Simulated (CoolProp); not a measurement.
Nitrous oxide along the isotherm 236.9 K: density (kg/m³) from the reference equation and from simpler models built on Tc = 309.5 K, pc = 7.245 MPa, ω = 0.161; each cubic takes its own stable root.

Computed with CoolProp (reference Helmholtz-energy equation of state, Lemmon 2006). It is a short technical equation, of lower accuracy than the large ones.

```tsv
p (MPa)	phase	reference	Redlich-Kwong	Soave-Redlich-Kwong	Peng-Robinson
2.59	liquid	1066	955.2	980.6	1111
5.17	liquid	?	967.8	991.3	1122
7.76	liquid	1081	979.2	1001	1132
10.3	liquid	1087	989.5	1010	1141
12.9	liquid	1094	999.3	1019	1150
15.5	liquid	1100	1008	1027	1158
18.1	liquid	1106	1017	1034	1165
20.7	liquid	1112	1025	1041	1173
23.3	liquid	1117	1032	1048	1180
25.9	liquid	1122	1039	1054	1186
28.5	liquid	1127	1046	1060	1192
31	liquid	1132	1052	1066	1198
33.6	liquid	1137	?	1072	1204
36.2	liquid	1141	?	1077	1209
```

Question: Fill in the missing entries.

Answer: 
- 5.17, reference: 1074
- 33.6, Redlich-Kwong: 1058
- 36.2, Redlich-Kwong: 1064
